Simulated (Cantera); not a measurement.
Input: 1 mol SiO2, 4.6 mol CO, 1.5 mol N2, 0.42 mol CH4, at 1.30 bar.

Method: chemical equilibrium by Gibbs-energy minimisation in Cantera with the NASA 1993 tables (ideal gas, pure condensed phases). Candidate condensed phases: C, C6H6, C7H8, C8H18, H2O, Si, SiC, SiO2, Si2N2O, Si3N4; 151 gas species. Mutual solubility and eutectic melting of coexisting phases are not modelled. The tables hold silica as quartz up to 1696 K and as liquid above; real silica turns to tridymite and cristobalite and melts near 1996 K. Gases not in the tables: Si(OH)4. The numbers say what is thermodynamically allowed, not how fast it happens.

**Question.** Which condensed phases are stable at each of these points (T (K)): 1198, 1348, 1498, 1648, 1798, 1948, 2098, 2248, 2398, 2548?

**Answer.** 
| T (K) | condensed phases | Si condensed (%) |
|---|---|---|
| 1198 | C(graphite) + SiO2(β-quartz) | 100.0 |
| 1348 | C(graphite) + SiO2(β-quartz) | 100.0 |
| 1498 | C(graphite) + SiO2(β-quartz) | 100.0 |
| 1648 | SiO2(β-quartz) + Si2N2O(s) | 99.9 |
| 1798 | SiO2(condensed) + Si2N2O(s) | 98.5 |
| 1948 | SiO2(condensed) + Si2N2O(s) | 80.9 |
| 2098 | SiO2(l) | 57.2 |
| 2248 | SiO2(l) | 53.1 |
| 2398 | SiO2(l) | 38.8 |
| 2548 | SiO2(l) | 7.3 |

From 1198 K to 1498 K the condensed part is C(graphite) + SiO2(β-quartz). At 1648 K the condensed part is SiO2(β-quartz) + Si2N2O(s). From 1798 K to 1948 K the condensed part is SiO2(condensed) + Si2N2O(s). From 2098 K to 2548 K the condensed part is SiO2(l).
